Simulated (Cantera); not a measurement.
Cantera run:

```python
import numpy as np
import cantera as ct

gas_names = [...]  # 109 gases of nasa_gas.yaml made of C, Cl, H, Si
cond_names = """
    C(gr) C6H6(L) C7H8(L) C8H18(L),n-octa Si(cr) Si(L) SiC(b)
""".split()


# ... load() reads the species with a 1 bar reference pressure and builds the phases ...
atoms = {
    'SiCl4': {'Si': 1, 'CL': 4},
    'H2': {'H': 2},
    'C3H8': {'C': 3, 'H': 8},
}
top_T = {'C(gr)': 4500, 'SiC(b)': 3050}  # K; cautious upper limits of use, not melting points


# ... equilibrate(T, P, feed) seeds the gas with the atoms and calls Mixture.equilibrate('TP', solver="vcs", rtol=1e-11, max_steps=5000) ...
results = []
feed = {'SiCl4': 1, 'H2': 1.8, 'C3H8': 0.27}  # mol
P = 9400  # Pa
for T in [998, 1198, 1398, 1598, 1798, 1998, 2198, 2398]:
    mix = equilibrate(T, P, feed)
    results.append((T, P, feed, dict(zip(mix.species_names, mix.species_moles))))
    x = sorted(zip(gas.X, gas.species_names), reverse=True)
    print(f"T = {T:g} K  P = {P:g} Pa  gas = {mix.phase_moles(0):.4g} mol")
    print("   x: " + "  ".join(f"{s} {v:.3e}" for v, s in x if v > 0.0001))
    print("   condensed (mol): " + ("  ".join(f"{mix.phase(i).name} {mix.phase_moles(i):.4g}"
          for i in range(1, mix.n_phases) if mix.phase_moles(i) > 1e-12) or "none"))
```

Result:

```
T = 998 K  P = 9400 Pa  gas = 4.007 mol
   x: H2 6.349e-01  SiCL4 2.079e-01  HCL 1.469e-01  SiHCL3 6.228e-03  CH4 3.696e-03  SiCL3 4.322e-04
   condensed (mol): C(gr) 0.6548  SiC(b) 0.1404
T = 1198 K  P = 9400 Pa  gas = 4.238 mol
   x: H2 5.059e-01  HCL 3.399e-01  SiCL4 1.433e-01  SiHCL3 5.740e-03  SiCL3 3.809e-03  SiCL2 8.951e-04  CH4 3.858e-04
   condensed (mol): C(gr) 0.4603  SiC(b) 0.3481
T = 1398 K  P = 9400 Pa  gas = 4.499 mol
   x: HCL 5.212e-01  H2 3.775e-01  SiCL4 7.417e-02  SiCL3 1.322e-02  SiCL2 1.007e-02  SiHCL3 3.771e-03
   condensed (mol): C(gr) 0.2653  SiC(b) 0.5444
T = 1598 K  P = 9400 Pa  gas = 4.718 mol
   x: HCL 6.057e-01  H2 3.066e-01  SiCL2 4.300e-02  SiCL4 2.280e-02  SiCL3 1.990e-02  SiHCL3 1.657e-03  CL 1.503e-04
   condensed (mol): C(gr) 0.2222  SiC(b) 0.5877
T = 1798 K  P = 9400 Pa  gas = 4.827 mol
   x: HCL 5.927e-01  H2 2.997e-01  SiCL2 8.675e-02  SiCL3 1.466e-02  SiCL4 4.013e-03  CL 9.519e-04  H 6.287e-04  SiHCL3 5.066e-04
   condensed (mol): C(gr) 0.3209  SiC(b) 0.4885
T = 1998 K  P = 9400 Pa  gas = 4.873 mol
   x: HCL 5.444e-01  H2 3.170e-01  SiCL2 1.221e-01  SiCL3 8.378e-03  CL 3.769e-03  H 2.946e-03  SiCL4 6.627e-04  C2H2,acetylene 2.403e-04  SiCL 2.191e-04  SiHCL3 1.499e-04
   condensed (mol): C(gr) 0.4487  SiC(b) 0.3589
T = 2198 K  P = 9400 Pa  gas = 4.927 mol
   x: HCL 4.891e-01  H2 3.339e-01  SiCL2 1.478e-01  CL 1.119e-02  H 1.049e-02  SiCL3 4.687e-03  SiCL 1.328e-03  C2H2,acetylene 8.462e-04  Si 4.103e-04  SiCL4 1.299e-04
   condensed (mol): C(gr) 0.5622  SiC(b) 0.2388
T = 2398 K  P = 9400 Pa  gas = 5.06 mol
   x: HCL 4.270e-01  H2 3.382e-01  SiCL2 1.614e-01  H 2.989e-02  CL 2.691e-02  SiCL 5.723e-03  Si 4.250e-03  SiCL3 2.624e-03  C2H2,acetylene 2.336e-03  SiC2 8.108e-04  Si2C 4.618e-04  SiH 2.353e-04
   condensed (mol): C(gr) 0.6663  SiC(b) 0.1089
```

Method: chemical equilibrium by Gibbs-energy minimisation in Cantera with the NASA 1993 tables (ideal gas, pure condensed phases). The tables' values for SiCl3, SiCl are old estimates; treat these amounts as uncertain. Gases not in the tables: Si2H6 and higher silanes.
